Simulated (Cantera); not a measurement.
# Thermodynamics of silicon epitaxy and polysilicon growth, feed SiH₂Cl₂ + N₂

A closed system holds: 1 mol SiH₂Cl₂, a varied amount of N₂, at 1600 K and 101000 Pa.

These are equilibrium values from Cantera (NASA tables, ideal gas, pure condensed phases), not measurements of a reactor. Candidate condensed phases: NH₄Cl, Si, Si₃N₄; 28 gas species. The tables' values for SiCl₃ are old estimates; treat these amounts as uncertain. Rates play no part.

| n(N₂) (mol) | x N₂ | x HCl | x H₂ | x SiCl₄ | x SiCl₂ | x SiCl₃ | x SiHCl₃ | n Si₃N₄(s) |
|---|---|---|---|---|---|---|---|---|
| 4.5 | 0.687 | 0.194 | 0.0737 | 0.0238 | 0.0100 | 0.00984 | 0.00131 | 0.246 |
| 6.7 | 0.771 | 0.147 | 0.0504 | 0.0156 | 0.00781 | 0.00704 | 0.000772 | 0.250 |
| 10 | 0.837 | 0.109 | 0.0336 | 0.00986 | 0.00604 | 0.00492 | 0.000440 | 0.253 |
| 15 | 0.886 | 0.0782 | 0.0219 | 0.00600 | 0.00462 | 0.00336 | 0.000243 | 0.256 |
| 22 | 0.919 | 0.0565 | 0.0145 | 0.00366 | 0.00357 | 0.00230 | 0.000135 | 0.258 |
| 34 | 0.946 | 0.0385 | 0.00896 | 0.00203 | 0.00263 | 0.00147 | 6.80e-5 | 0.260 |
| 50 | 0.963 | 0.0272 | 0.00584 | 0.00117 | 0.00199 | 0.000973 | 3.63e-5 | 0.262 |
| 75 | 0.975 | 0.0187 | 0.00371 | 0.000645 | 0.00147 | 0.000620 | 1.85e-5 | 0.263 |
| 110 | 0.983 | 0.0131 | 0.00242 | 0.000359 | 0.00109 | 0.000399 | 9.61e-6 | 0.264 |
x: gas mole fraction; n: condensed amount in mol.

From 4.5 mol N₂ to 110 mol N₂ the condensed part is Si₃N₄(s). The main Si-bearing gas is SiCl₄ at 4.5 mol N₂ and SiCl₂ at 110 mol N₂. The share of Si in condensed phases is highest at 110 mol N₂ (79.3 %) and lowest at 4.5 mol N₂ (73.8 %).
